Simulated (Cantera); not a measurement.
A perfectly stirred reactor is fed with 4.44 % CH4, 19.3 % O2, 72.4 % N2, 3.78 % H2, equivalence ratio 0.56, at 0.450 bar; it is adiabatic with a 650 K inlet, and is followed from long to short residence time, starting on the burning branch (τ in s: 0.029, 0.012, 0.0046, 0.0019, 0.00074, 0.0003, 0.00012, 4.8e-05, 1.9e-05).

Detailed kinetics in Cantera: GRI-Mech 3.0 (53 species, 325 reactions).

Question: Predict: blow-out, bracketed by the residence times tried; x(CH4) at τ = 29.0 ms; x(O2) at τ = 29.0 ms; x(HCN) at τ = 29.0 ms; x(H) at τ = 29.0 ms; x(OH) at τ = 29.0 ms; x(CH4) at τ = 0.740 ms; x(O2) at τ = 0.740 ms; x(HCN) at τ = 0.740 ms; x(H) at τ = 0.740 ms; x(OH) at τ = 0.740 ms.

Answer: 
| Property | Result |
|---|---|
| blow-out, bracketed by the residence times tried | burning at 0.120 ms, out at 48.0 µs |
| x(CH4) at τ = 29.0 ms | 1.42e-5 |
| x(O2) at τ = 29.0 ms | 0.0866 |
| x(HCN) at τ = 29.0 ms | 7.14e-9 |
| x(H) at τ = 29.0 ms | 0.000287 |
| x(OH) at τ = 29.0 ms | 0.00376 |
| x(CH4) at τ = 0.740 ms | 0.000195 |
| x(O2) at τ = 0.740 ms | 0.0893 |
| x(HCN) at τ = 0.740 ms | 3.64e-8 |
| x(H) at τ = 0.740 ms | 0.00504 |
| x(OH) at τ = 0.740 ms | 0.00695 |
